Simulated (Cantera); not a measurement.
Equilibrium for boron, boron nitride and boron oxide: B2H6 + H2O + N2

Charge: 1 mol B2H6, 0.16 mol H2O, 0.24 mol N2, equilibrated at 0.00133 bar.

Method: chemical equilibrium by Gibbs-energy minimisation in Cantera with the NASA 1993 tables (ideal gas, pure condensed phases). Candidate condensed phases: B, BN, B2O3, B3O3H3, H2O; 39 gas species. The feed counts by its element totals alone. N2 is the only nitrogen source here; it is nearly inert below about 1500 K, so the nitride shown seldom forms there in practice. Mutual solubility and eutectic melting of coexisting phases are not modelled. The tables' values for BH2 are old estimates; treat these amounts as uncertain. Equilibrium is a limit: real reactors are often held back by kinetics, nucleation or transport.

```json
[
 {"T (K)": "873", "x H2": "1.000", "x HBO": "6.29e-7", "x B2O2": "5.85e-11", "x H": "1.28e-9", "x B2O3": "2.28e-12", "x BO": "<1e-12", "x HBO2": "1.14e-9", "n B(s)": "1.41", "n BN(s)": "0.480", "n B2O3(l)": "0.0528"},
 {"T (K)": "973", "x H2": "1.000", "x HBO": "1.24e-5", "x B2O2": "1.08e-8", "x H": "2.96e-8", "x B2O3": "6.65e-10", "x BO": "2.79e-11", "x HBO2": "4.42e-8", "n B(s)": "1.41", "n BN(s)": "0.480", "n B2O3(l)": "0.0526"},
 {"T (K)": "1073", "x H2": "1.000", "x HBO": "0.000138", "x B2O2": "7.31e-7", "x H": "3.84e-7", "x B2O3": "6.47e-8", "x BO": "3.08e-9", "x HBO2": "8.42e-7", "n B(s)": "1.41", "n BN(s)": "0.480", "n B2O3(l)": "0.0524"},
 {"T (K)": "1173", "x H2": "0.999", "x HBO": "0.00100", "x B2O2": "2.36e-5", "x H": "3.23e-6", "x B2O3": "2.79e-6", "x BO": "1.50e-7", "x HBO2": "9.48e-6", "n B(s)": "1.41", "n BN(s)": "0.480", "n B2O3(l)": "0.0514"},
 {"T (K)": "1273", "x H2": "0.994", "x HBO": "0.00527", "x B2O2": "0.000432", "x H": "1.95e-5", "x B2O3": "6.51e-5", "x BO": "3.92e-6", "x HBO2": "7.13e-5", "n B(s)": "1.41", "n BN(s)": "0.480", "n B2O3(l)": "0.0457"},
 {"T (K)": "1373", "x H2": "0.972", "x HBO": "0.0214", "x B2O2": "0.00510", "x H": "8.99e-5", "x B2O3": "0.000939", "x BO": "6.28e-5", "x HBO2": "0.000390", "n B(s)": "1.38", "n BN(s)": "0.480", "n B2O3(l)": "0.0148"},
 {"T (K)": "1473", "x H2": "0.960", "x HBO": "0.0306", "x B2O2": "0.00782", "x H": "0.000339", "x B2O3": "0.000733", "x BO": "0.000293", "x HBO2": "0.000310", "n B(s)": "1.36", "n BN(s)": "0.480", "n B2O3(l)": "0"},
 {"T (K)": "1573", "x H2": "0.957", "x HBO": "0.0331", "x B2O2": "0.00707", "x H": "0.00109", "x B2O3": "0.000291", "x BO": "0.000887", "x HBO2": "0.000158", "n B(s)": "1.36", "n BN(s)": "0.480", "n B2O3(l)": "0"}
]
```
x: gas mole fraction; n: condensed amount in mol.

From 873 K to 1373 K the condensed part is B(s) + BN(s) + B2O3(l). From 1473 K to 1573 K the condensed part is B(s) + BN(s). The main B-bearing gas is B3O3H3 at 873 K and HBO at 1573 K.
